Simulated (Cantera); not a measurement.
An isothermal, constant-pressure homogeneous reactor starts with 45.7 % CH4, 42.0 % CO2, 12.3 % H2, at 1825 K and 28000 Pa.

Detailed kinetics in Cantera: GRI-Mech 3.0 (53 species, 325 reactions).

Problem. Predict: x(CH4) at 2.00 s; x(CO2) at 2.00 s; x(H2) at 2.00 s; x(C2H2) at 2.00 s; x(H2O) at 2.00 s; x(C2H) at 2.00 s; x(C2H4) at 2.00 s.

Solution. 
```
Property                                             Result
-----------------  ----------------------------------------
x(CH4) at 2.00 s   0.00259 (gas-phase equilibrium 0.000521)
x(CO2) at 2.00 s    0.00350 (gas-phase equilibrium 3.97e-7)
x(H2) at 2.00 s         0.524 (gas-phase equilibrium 0.542)
x(C2H2) at 2.00 s    0.0186 (gas-phase equilibrium 0.00944)
x(H2O) at 2.00 s     0.0165 (gas-phase equilibrium 1.88e-6)
x(C2H) at 2.00 s    2.10e-7 (gas-phase equilibrium 1.04e-7)
x(C2H4) at 2.00 s   5.45e-5 (gas-phase equilibrium 2.80e-5)
```
